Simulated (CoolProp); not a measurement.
Saturated liquid density (kg/m³) of hydrogen chloride: the reference equation beside estimates from Tc = 324.7 K, pc = 83.14 bar, ω = 0.130. Rackett uses Z = 0.29056 − 0.08775 ω.

Computed with CoolProp (reference Helmholtz-energy equation of state, Thol 2018).

| T (K) | reference | Rackett | van der Waals |
|---|---|---|---|
| 224.6 | 1089 | 1001 | 645.5 |
| 231.3 | 1069 | 983.0 | 633.9 |
| 238 | 1049 | 964.7 | 621.8 |
| 244.8 | 1028 | 945.4 | 609.1 |
| 251.5 | 1006 | 925.6 | 595.9 |
| 258.2 | 983.6 | 905.0 | 582.0 |
| 265 | 959.1 | 883.0 | 567.1 |
| 271.7 | 933.5 | 860.1 | 551.6 |

Absolute difference from the reference over all 8 rows, mean and median: Rackett 8.0 and 8.0 %, van der Waals 40.8 and 40.8 %.
